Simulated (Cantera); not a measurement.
# Gas-phase reforming

An isothermal, constant-pressure homogeneous reactor starts with CH₄ : H₂O = 1 : 1.4 (molar parts), at 1750 K and 1.00 bar.

Detailed kinetics in Cantera: GRI-Mech 3.0 (53 species, 325 reactions).

| t (s) | x CH₄ | x H₂O | x CH₃ | x C₂H₂ | x CH₂O | x CH₂CO | x C₂H₄ |
|---|---|---|---|---|---|---|---|
| 5.00e-6 | 0.416 | 0.583 | 0.000297 | 6.44e-10 | 1.45e-8 | <1e-12 | 5.98e-7 |
| 2.55e-5 | 0.415 | 0.583 | 0.00122 | 6.00e-7 | 1.28e-6 | 1.80e-11 | 6.92e-5 |
| 0.000130 | 0.403 | 0.581 | 0.00267 | 0.000227 | 2.78e-5 | 5.77e-8 | 0.00260 |
| 0.000661 | 0.321 | 0.551 | 0.00255 | 0.0180 | 4.45e-5 | 2.14e-5 | 0.0151 |
| 0.00337 | 0.172 | 0.479 | 0.00121 | 0.0792 | 1.37e-5 | 8.75e-5 | 0.00397 |
| 0.0172 | 0.0604 | 0.405 | 0.000433 | 0.110 | 3.65e-6 | 9.52e-5 | 0.00183 |
| 0.0874 | 0.0287 | 0.300 | 0.000197 | 0.0838 | 1.09e-6 | 5.08e-5 | 0.00147 |
| 0.445 | 0.0160 | 0.171 | 9.75e-5 | 0.0329 | 2.81e-7 | 1.10e-5 | 0.000684 |
| 2.27 | 0.00490 | 0.0970 | 2.82e-5 | 0.00388 | 9.43e-8 | 8.52e-7 | 8.80e-5 |
| 11.6 | 0.000186 | 0.0837 | 1.06e-6 | 5.36e-6 | 6.44e-8 | 6.99e-9 | 1.24e-7 |
| 58.9 | 2.36e-7 | 0.0835 | 1.35e-9 | 2.73e-11 | 6.34e-8 | 7.88e-12 | <1e-12 |
| 300 | 2.36e-7 | 0.0835 | 1.34e-9 | 2.73e-11 | 6.34e-8 | 7.88e-12 | <1e-12 |
x: mole fraction; the columns are a selection and need not sum to one.

Equilibrium at this temperature and pressure: CH₄ 2.84e-7, H₂O 0.0835, CH₃ 1.62e-9, C₂H₂ 3.44e-11, CH₂O 6.34e-8, CH₂CO 9.48e-12, C₂H₄ <1e-12 (gas phase only).
